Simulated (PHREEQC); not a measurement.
Make-up at 15 °C: 0.028 mol/kgw H2SO4 and 9.8e-05 mol/kgw NiSO4. Closed to the air; pH follows from the charge balance.

Equilibrium calculation in PHREEQC: ion-association model, wateq4f.dat.

The ionic strength comes out as 0.0506 mol/kgw. What activity coefficients do Ni+2, HSO4-, H+, SO4-2 get?

Ni+2 0.46, HSO4- 0.82, H+ 0.86, SO4-2 0.47.

No solid was allowed to form. Complexes and solids missing from the database can't appear.
